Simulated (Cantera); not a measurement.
Input (Python, Cantera) and output of one run.

```python
import numpy as np
import cantera as ct

gas_names = """
    H H2 N NH NH2 NH3 N2 N2H2 N2H4 Si SiH SiH2 SiH3 SiH4 SiN Si2 Si2N Si3
""".split()
cond_names = """
    Si(cr) Si(L) Si3N4(a)
""".split()


# ... load() reads the species with a 1 bar reference pressure and builds the phases ...
atoms = {
    'Si3N4': {'Si': 3, 'N': 4},
    'Si': {'Si': 1},
    'H2': {'H': 2},
}
top_T = {'Si3N4(a)': 2400}  # K; cautious upper limits of use, not melting points


# ... equilibrate(T, P, feed) seeds the gas with the atoms and calls Mixture.equilibrate('TP', solver="vcs", rtol=1e-11, max_steps=5000) ...
results = []
feed = {'Si3N4': 1, 'Si': 0.0078, 'H2': 1.2}  # mol
P = 13332.2  # Pa
for T in [1875, 1950, 2025, 2100, 2175, 2250, 2325, 2400, 2475, 2550, 2625, 2700, 2775, 2850]:
    mix = equilibrate(T, P, feed)
    results.append((T, P, feed, dict(zip(mix.species_names, mix.species_moles))))
    x = sorted(zip(gas.X, gas.species_names), reverse=True)
    print(f"T = {T:g} K  P = {P:g} Pa  gas = {mix.phase_moles(0):.4g} mol")
    print("   x: " + "  ".join(f"{s} {v:.3e}" for v, s in x if v > 1e-05))
    print("   condensed (mol): " + ("  ".join(f"{mix.phase(i).name} {mix.phase_moles(i):.4g}"
          for i in range(1, mix.n_phases) if mix.phase_moles(i) > 1e-12) or "none"))
```

Result:

```
T = 1875 K  P = 13332.2 Pa  gas = 1.527 mol
   x: H2 7.848e-01  N2 2.135e-01  H 1.590e-03  Si 6.794e-05  SiH2 3.900e-05  SiH 2.037e-05
   condensed (mol): Si(L) 0.4967  Si3N4(a) 0.8369
T = 1950 K  P = 13332.2 Pa  gas = 3.204 mol
   x: N2 6.242e-01  H2 3.736e-01  H 1.919e-03  Si 1.786e-04  SiH 3.049e-05  SiH2 2.962e-05  Si2N 2.088e-05  SiN 1.516e-05
   condensed (mol): Si(L) 3.007
T = 2025 K  P = 13332.2 Pa  gas = 3.207 mol
   x: N2 6.236e-01  H2 3.725e-01  H 3.217e-03  Si 4.367e-04  SiH 6.230e-05  SiH2 4.552e-05  Si2N 3.966e-05  SiN 3.090e-05
   condensed (mol): Si(L) 3.006
T = 2100 K  P = 13332.2 Pa  gas = 3.212 mol
   x: N2 6.226e-01  H2 3.709e-01  H 5.197e-03  Si 1.001e-03  SiH 1.207e-04  Si2N 7.180e-05  SiH2 6.766e-05  SiN 5.981e-05  Si2 1.304e-05
   condensed (mol): Si(L) 3.003
T = 2175 K  P = 13332.2 Pa  gas = 3.221 mol
   x: N2 6.208e-01  H2 3.683e-01  H 8.114e-03  Si 2.164e-03  SiH 2.229e-04  Si2N 1.245e-04  SiN 1.105e-04  SiH2 9.754e-05  Si2 3.298e-05
   condensed (mol): Si(L) 2.998
T = 2250 K  P = 13332.2 Pa  gas = 3.236 mol
   x: N2 6.179e-01  H2 3.644e-01  H 1.228e-02  Si 4.442e-03  SiH 3.940e-04  Si2N 2.076e-04  SiN 1.956e-04  SiH2 1.366e-04  Si2 7.828e-05  Si3 1.496e-05
   condensed (mol): Si(L) 2.989
T = 2325 K  P = 13332.2 Pa  gas = 3.261 mol
   x: N2 6.130e-01  H2 3.585e-01  H 1.804e-02  Si 8.700e-03  SiH 6.684e-04  Si2N 3.340e-04  SiN 3.330e-04  SiH2 1.859e-04  Si2 1.755e-04  Si3 3.249e-05
   condensed (mol): Si(L) 2.972
T = 2400 K  P = 13332.2 Pa  gas = 3.301 mol
   x: N2 6.053e-01  H2 3.498e-01  H 2.577e-02  Si 1.633e-02  SiH 1.091e-03  SiN 5.467e-04  Si2N 5.194e-04  Si2 3.734e-04  SiH2 2.457e-04  Si3 6.707e-05
   condensed (mol): Si(L) 2.941
T = 2475 K  P = 13332.2 Pa  gas = 3.368 mol
   x: N2 5.930e-01  H2 3.372e-01  H 3.578e-02  Si 2.948e-02  SiH 1.716e-03  SiN 8.672e-04  Si2N 7.820e-04  Si2 7.581e-04  SiH2 3.149e-04  Si3 1.323e-04
   condensed (mol): Si(L) 2.887
T = 2550 K  P = 13332.2 Pa  gas = 3.477 mol
   x: N2 5.739e-01  H2 3.193e-01  Si 5.138e-02  H 4.827e-02  SiH 2.600e-03  Si2 1.474e-03  SiN 1.329e-03  Si2N 1.141e-03  SiH2 3.895e-04  Si3 2.501e-04
   condensed (mol): Si(L) 2.793
T = 2625 K  P = 13332.2 Pa  gas = 3.658 mol
   x: N2 5.450e-01  H2 2.942e-01  Si 8.670e-02  H 6.307e-02  SiH 3.785e-03  Si2 2.757e-03  SiN 1.968e-03  Si2N 1.609e-03  SiH2 4.617e-04  Si3 4.552e-04
   condensed (mol): Si(L) 2.631
T = 2700 K  P = 13332.2 Pa  gas = 3.964 mol
   x: N2 5.021e-01  H2 2.599e-01  Si 1.421e-01  H 7.934e-02  SiH 5.270e-03  Si2 4.974e-03  SiN 2.802e-03  Si2N 2.189e-03  Si3 8.001e-04  SiH2 5.171e-04
   condensed (mol): Si(L) 2.344
T = 2775 K  P = 13332.2 Pa  gas = 4.513 mol
   x: N2 4.399e-01  Si 2.265e-01  H2 2.144e-01  H 9.496e-02  Si2 8.682e-03  SiH 6.936e-03  SiN 3.808e-03  Si2N 2.847e-03  Si3 1.362e-03  SiH2 5.337e-04
   condensed (mol): Si(L) 1.812
T = 2850 K  P = 13332.2 Pa  gas = 5.617 mol
   x: Si 3.524e-01  N2 3.519e-01  H2 1.563e-01  H 1.053e-01  Si2 1.470e-02  SiH 8.409e-03  SiN 4.849e-03  Si2N 3.473e-03  Si3 2.251e-03  SiH2 4.806e-04
   condensed (mol): Si(L) 0.7092
```

Equilibrium computed with Cantera from the NASA thermochemical tables; the gas is ideal and each condensed phase is pure. Mutual solubility and eutectic melting of coexisting phases are not modelled. The tables' values for SiN are old estimates; treat these amounts as uncertain. Gases not in the tables: Si2H6 and higher silanes.
